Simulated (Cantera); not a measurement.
Charge: 1 mol SiO2, 4.6 mol HCl, 10 mol H2, equilibrated at 1.00 bar.

Method: chemical equilibrium by Gibbs-energy minimisation in Cantera with the NASA 1993 tables (ideal gas, pure condensed phases). Candidate condensed phases: H2O, Si, SiO2; 30 gas species. The tables hold silica as quartz up to 1696 K and as liquid above; real silica turns to tridymite and cristobalite and melts near 1996 K. The numbers say what is thermodynamically allowed, not how fast it happens.

log p: log10 of the partial pressure in bar; n: condensed amount in mol.

```tsv
T (K)	log p H2	log p HCl	log p H2O	log p SiCl4	log p SiHCl3	log p SiCl3	n SiO2(α-quartz)	n SiO2(β-quartz)
773	-0.16	-0.50	…	-5.31	-8.18	-11.50	1.000	0
823	-0.16	-0.50	…	-5.14	-7.72	-10.60	1.000	0
873	-0.16	-0.50	…	-4.98	-7.31	-9.80	0	1.000
923	-0.16	-0.50	…	-4.84	-6.95	-9.10	0	1.000
973	-0.16	-0.50	…	-4.72	-6.63	-8.46	0	1.000
1023	-0.16	-0.50	…	-4.61	-6.34	-7.90	0	1.000
1073	-0.16	-0.50	…	-4.51	-6.09	-7.38	0	1.000
1123	-0.16	-0.50	…	-4.42	-5.85	-6.92	0	0.999
1173	-0.16	-0.50	…	-4.34	-5.64	-6.50	0	0.999
1223	-0.16	-0.50	…	-4.28	-5.45	-6.11	0	0.999
1273	-0.16	-0.50	…	-4.21	-5.28	-5.76	0	0.999
1323	-0.16	-0.50	…	-4.16	-5.12	-5.44	0	0.999
1373	-0.16	-0.50	…	-4.13	-4.99	-5.16	0	0.999
```

Problem. Fill in the missing entries.

Solution. 
- 773, log p H2O: -5.01
- 823, log p H2O: -4.83
- 873, log p H2O: -4.68
- 923, log p H2O: -4.54
- 973, log p H2O: -4.41
- 1023, log p H2O: -4.30
- 1073, log p H2O: -4.20
- 1123, log p H2O: -4.10
- 1173, log p H2O: -4.02
- 1223, log p H2O: -3.94
- 1273, log p H2O: -3.86
- 1323, log p H2O: -3.79
- 1373, log p H2O: -3.72
